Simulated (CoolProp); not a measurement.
Saturated liquid density (kg/m³) of methane: the reference equation beside estimates from Tc = 190.6 K, pc = 4599 kPa, ω = 0.011. Rackett uses Z = 0.29056 − 0.08775 ω.

Model: reference Helmholtz-energy equation of state, Setzmann 1991, in CoolProp.

```tsv
T (K)	reference	Rackett	van der Waals	Soave-Redlich-Kwong
99.8	439.2	438.4	___	439.5
112.2	421.6	___	___	___
124.6	402.7	401.7	276.1	398.4
137	382.2	381.0	261.3	373.5
149.4	359.1	357.9	244.5	___
161.8	332.0	331.1	___	309.9
174.2	297.6	297.4	199.7	___
186.5	___	243.0	161.3	200.0
```

Problem. Some entries are withheld; supply them.

Solution. 
- 99.8, van der Waals: 301.2
- 112.2, Rackett: 420.7
- 112.2, van der Waals: 289.2
- 112.2, Soave-Redlich-Kwong: 420.2
- 149.4, Soave-Redlich-Kwong: 344.5
- 161.8, van der Waals: 224.7
- 174.2, Soave-Redlich-Kwong: 266.0
- 186.5, reference: 241.4

Absolute difference from the reference over all 8 rows, mean and median: Rackett 0.3 and 0.3 %, van der Waals 32.0 and 31.8 %, Soave-Redlich-Kwong 5.3 and 3.2 %.
